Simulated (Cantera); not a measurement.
What does this Cantera script print?

```python
import numpy as np
import cantera as ct

gas_names = """
    C CO COS CO2 CS CS2 C2 C2O C3 C3O2 C4 C5 Mg MgO MgS Mg2 O O2 O3 S SO SO2 SO3 S2 S2O S8
""".split()
cond_names = """
    C(gr) Mg(cr) Mg(L) MgCO3(s) MgO(s) MgO(L) MgS(s) MgSO4(s) MgSO4(L) S(cr1) S(cr2) S(L)
""".split()


# ... load() reads the species with a 1 bar reference pressure and builds the phases ...
atoms = {
    'MgCO3': {'Mg': 1, 'C': 1, 'O': 3},
    'SO3': {'S': 1, 'O': 3},
    'CO2': {'C': 1, 'O': 2},
}
top_T = {'C(gr)': 4500, 'MgS(s)': 2250}  # K; cautious upper limits of use, not melting points


# ... equilibrate(T, P, feed) seeds the gas with the atoms and calls Mixture.equilibrate('TP', solver="vcs", rtol=1e-11, max_steps=5000) ...
results = []
feed = {'MgCO3': 1, 'SO3': 0.65, 'CO2': 0.24}  # mol
T = 1375  # K
P = 84000  # Pa
mix = equilibrate(T, P, feed)
results.append((T, P, feed, dict(zip(mix.species_names, mix.species_moles))))
print(gas.report(threshold=0.0001))
for i in range(1, mix.n_phases):
    print(f"{mix.phase(i).name:16s} {mix.phase_moles(i):12.5e} mol")
```

Result:

```
       temperature   1375 K
          pressure   84000 Pa
           density   0.35496 kg/m^3
  mean mol. weight   48.31 kg/kmol
   phase of matter   gas

                          1 kg             1 kmol
                     ---------------   ---------------
          enthalpy       -5.3224e+06       -2.5713e+08  J
   internal energy        -5.559e+06       -2.6856e+08  J
           entropy            6275.7        3.0318e+05  J/K
    Gibbs function       -1.3952e+07         -6.74e+08  J
 heat capacity c_p            1123.1             54256  J/K
 heat capacity c_v            950.97             45942  J/K

                      mass frac. Y      mole frac. X     chem. pot. / RT
                     ---------------   ---------------   ---------------
               CO2           0.51188           0.56191           -64.942
                O2          0.095068           0.14353            -29.62
               SO2           0.38064           0.28706           -61.453
               SO3          0.012409         0.0074884           -76.263
     [  +22 minor]        7.1251e-07        1.3187e-06

C(gr)             0.00000e+00 mol
Mg(L)             0.00000e+00 mol
MgO(s)            1.00000e+00 mol
MgS(s)            0.00000e+00 mol
MgSO4(s)          0.00000e+00 mol
S(L)              0.00000e+00 mol
```

Method: chemical equilibrium by Gibbs-energy minimisation in Cantera with the NASA 1993 tables (ideal gas, pure condensed phases).
